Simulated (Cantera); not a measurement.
Feed: 1 mol Si, a varied amount of HCl, 3.9 mol H₂, at 26.3 Torr.

Points: T (K) = 898, 948, 998, 1048, 1098, 1148, 1198, 1248, 1298, 1348, 1398, 1448; n(HCl) (mol) = 2.5, 4.1, 5.7, 7.3, 8.8, 10, 12, 14, 15, 17, 18.

Cantera's Mixture.equilibrate('TP', solver="vcs", rtol=1e-11, max_steps=5000) on the NASA tables stopped like this:

```
ERROR: FAILURE its = 5001!

*******************************************************************************
CanteraError thrown by MultiPhase::equilibrate:
VCS solver failed. Return code: -1
*******************************************************************************
```

### Question
What got this run through?

### Answer
Several could match; the one computed here: The failure is numerical, not chemical. The same input converged with solver="gibbs", rtol=1e-10, max_steps=50000, and the result passed a check of the equilibrium conditions:
```
    898        2.5  Si(cr)
    898        4.1  gas only
    898        5.7  gas only
    898        7.3  gas only
    898        8.8  gas only
    898         10  gas only
    898         12  gas only
    898         14  gas only
    898         15  gas only
    898         17  gas only
    898         18  gas only
    948        2.5  Si(cr)
    948        4.1  gas only
    948        5.7  gas only
    948        7.3  gas only
    948        8.8  gas only
    948         10  gas only
    948         12  gas only
    948         14  gas only
    948         15  gas only
    948         17  gas only
    948         18  gas only
    998        2.5  Si(cr)
    998        4.1  gas only
    998        5.7  gas only
    998        7.3  gas only
    998        8.8  gas only
    998         10  gas only
    998         12  gas only
    998         14  gas only
    998         15  gas only
    998         17  gas only
    998         18  gas only
   1048        2.5  Si(cr)
   1048        4.1  gas only
   1048        5.7  gas only
   1048        7.3  gas only
   1048        8.8  gas only
   1048         10  gas only
   1048         12  gas only
   1048         14  gas only
   1048         15  gas only
   1048         17  gas only
   1048         18  gas only
   1098        2.5  Si(cr)
   1098        4.1  gas only
   1098        5.7  gas only
   1098        7.3  gas only
   1098        8.8  gas only
   1098         10  gas only
   1098         12  gas only
   1098         14  gas only
   1098         15  gas only
   1098         17  gas only
   1098         18  gas only
   1148        2.5  Si(cr)
   1148        4.1  gas only
   1148        5.7  gas only
   1148        7.3  gas only
   1148        8.8  gas only
   1148         10  gas only
   1148         12  gas only
   1148         14  gas only
   1148         15  gas only
   1148         17  gas only
   1148         18  gas only
   1198        2.5  Si(cr)
   1198        4.1  gas only
   1198        5.7  gas only
   1198        7.3  gas only
   1198        8.8  gas only
   1198         10  gas only
   1198         12  gas only
   1198         14  gas only
   1198         15  gas only
   1198         17  gas only
   1198         18  gas only
   1248        2.5  Si(cr)
   1248        4.1  gas only
   1248        5.7  gas only
   1248        7.3  gas only
   1248        8.8  gas only
   1248         10  gas only
   1248         12  gas only
   1248         14  gas only
   1248         15  gas only
   1248         17  gas only
   1248         18  gas only
   1298        2.5  Si(cr)
   1298        4.1  gas only
   1298        5.7  gas only
   1298        7.3  gas only
   1298        8.8  gas only
   1298         10  gas only
   1298         12  gas only
   1298         14  gas only
   1298         15  gas only
   1298         17  gas only
   1298         18  gas only
   1348        2.5  Si(cr)
   1348        4.1  gas only
   1348        5.7  gas only
   1348        7.3  gas only
   1348        8.8  gas only
   1348         10  gas only
   1348         12  gas only
   1348         14  gas only
   1348         15  gas only
   1348         17  gas only
   1348         18  gas only
   1398        2.5  Si(cr)
   1398        4.1  gas only
   1398        5.7  gas only
   1398        7.3  gas only
   1398        8.8  gas only
   1398         10  gas only
   1398         12  gas only
   1398         14  gas only
   1398         15  gas only
   1398         17  gas only
   1398         18  gas only
   1448        2.5  Si(cr)
   1448        4.1  gas only
   1448        5.7  gas only
   1448        7.3  gas only
   1448        8.8  gas only
   1448         10  gas only
   1448         12  gas only
   1448         14  gas only
   1448         15  gas only
   1448         17  gas only
   1448         18  gas only
```

The gas is ideal and each condensed phase is pure. The tables' values for SiCl3 are old estimates.
